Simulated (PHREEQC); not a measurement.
Synthetic water in mg/kgw, 25 °C, pH 6.8, pe 10.3: Na 0.018; K 0.000491; Ca 0.0421; Mg 0.0154; Cl 0.0146; S(6) as SO4 0.0174; Alkalinity as HCO3 0.18; Cu(2) 0.00011.

Valence states are taken as typed.

Model: ion-association model, wateq4f.dat, run in PHREEQC.

```json
{
 "ionic_strength": "5.97e-6 mol/kgw",
 "charge_balance_error": "5.4 %"
}
```

| species | molality | activity | log γ |
|---|---|---|---|
| HCO3- | 3.04e-6 | 3.03e-6 | -0.001 |
| CO2 | 1.08e-6 | 1.08e-6 | 0.000 |
| Ca+2 | 1.05e-6 | 1.04e-6 | -0.005 |
| Na+ | 7.83e-7 | 7.81e-7 | -0.001 |
| Mg+2 | 6.33e-7 | 6.26e-7 | -0.005 |
| Cl- | 4.12e-7 | 4.11e-7 | -0.001 |
| SO4-2 | 1.81e-7 | 1.79e-7 | -0.005 |
| H+ | 1.59e-7 | 1.58e-7 | -0.001 |
| OH- | 6.33e-8 | 6.32e-8 | -0.001 |
| K+ | 1.26e-8 | 1.25e-8 | -0.001 |

Precipitation was switched off in this run. Complexes and solids missing from the database can't appear. The database's constant for dissolved Cu(OH)2 is higher than later reviews accept.
